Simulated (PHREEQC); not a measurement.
A column of 0.2 m (40 cells, dispersivity 0.01 m, 60 s a shift, diffusion coefficient 3e-10 m²/s) holds 0.011 eq of the database's cation exchanger X per kg of pore water, first in equilibrium with 0.003 mol/kgw KBr, 0.00043 mol/kgw NaCl and 1e-05 mol/kgw HCl. It is flushed with 5.9 mmol/kgw CaCl2 and 0.01 mmol/kgw HCl, at 25 °C. Values are for the last cell. CO2 from the air is kept out. Precipitation was switched off in this run.

All values are PHREEQC results (ion-association model, phreeqc.dat), not measurements.

| pore volumes | Ca in solution (mol/kgw) | Br in solution (mol/kgw) | Na in solution (mol/kgw) | K in solution (mol/kgw) | Cl in solution (mol/kgw) | NaX on the exchanger (mol/kgw) | KX on the exchanger (mol/kgw) |
|---|---|---|---|---|---|---|---|
| 0 | 0 | 0.00300 | 0.000430 | 0.00300 | 0.000440 | 0.000306 | 0.0107 |
| 0.2625 | 0 | 0.00300 | 0.000430 | 0.00300 | 0.000440 | 0.000306 | 0.0107 |
| 0.5125 | 0 | 0.00294 | 0.000451 | (withheld) | 0.000673 | 0.000306 | 0.0107 |
| 0.7625 | 0 | 0.00229 | 0.000614 | 0.00479 | 0.00312 | 0.000275 | 0.0107 |
| 1.012 | 0 | 0.00127 | 0.000587 | 0.00767 | 0.00700 | 0.000165 | 0.0108 |
| 1.137 | 0 | 0.000854 | 0.000478 | 0.00894 | 0.00858 | 0.000116 | 0.0109 |
| 1.387 | 7.30e-9 | 0.000338 | 0.000254 | 0.0106 | 0.0105 | 5.24e-5 | 0.0109 |
| 1.637 | 0.000147 | 0.000119 | 0.000110 | 0.0111 | 0.0114 | 1.76e-5 | 0.00884 |
| 1.887 | 0.00328 | 3.87e-5 | 3.60e-5 | 0.00510 | 0.0117 | 2.52e-6 | 0.00179 |
| 2.138 | 0.00489 | 1.20e-5 | 1.13e-5 | 0.00198 | 0.0118 | 6.90e-7 | 0.000603 |
| 2.388 | 0.00551 | 3.62e-6 | 3.55e-6 | 0.000769 | 0.0118 | 2.07e-7 | 0.000225 |
| 2.638 | 0.00575 | 1.06e-6 | 1.10e-6 | 0.000300 | 0.0118 | 6.34e-8 | 8.65e-5 |
| 2.888 | 0.00584 | 3.08e-7 | 3.40e-7 | 0.000117 | 0.0118 | 1.95e-8 | 3.36e-5 |
| 3.013 | 0.00586 | 1.65e-7 | 1.89e-7 | 7.32e-5 | 0.0118 | (withheld) | 2.10e-5 |
| 3.263 | 0.00589 | (withheld) | 5.78e-8 | 2.85e-5 | 0.0118 | 3.30e-9 | 8.16e-6 |
| 3.513 | 0.00589 | 1.33e-8 | 1.76e-8 | 1.11e-5 | 0.0118 | 1.01e-9 | 3.18e-6 |
| 3.763 | 0.00590 | 3.73e-9 | 5.37e-9 | 4.33e-6 | 0.0118 | 3.06e-10 | (withheld) |
| 4.013 | 0.00590 | 1.05e-9 | 1.63e-9 | 1.68e-6 | 0.0118 | 9.30e-11 | 4.80e-7 |

Q: What belongs in the gaps?

A: 
- 0.5125, K in solution (mol/kgw): 0.00315
- 3.013, NaX on the exchanger (mol/kgw): 1.08e-8
- 3.263, Br in solution (mol/kgw): 4.69e-8
- 3.763, KX on the exchanger (mol/kgw): 1.24e-6
